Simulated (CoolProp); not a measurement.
Vapour-liquid equilibrium of R1234yf (1) + R1234ze(E) (2) at -35.45 °C; x and y are mole fractions of (1).

Computed with CoolProp (multi-fluid Helmholtz-energy mixture model, Lemmon 2022 and Thol 2016; pair parameters Bell 2022).

Task: Give the bubble pressure and the first vapour's composition at x = 0.05, 0.35, 0.5. Is there an azeotrope?

Result: x = 0.05: 0.04841 MPa, y = 0.084; x = 0.35: 0.05814 MPa, y = 0.469; x = 0.5: 0.06262 MPa, y = 0.617. No azeotrope shows between x = 0.05 and 0.95.

The pair parameters rest on a limited set of measurements; away from them the model extrapolates.
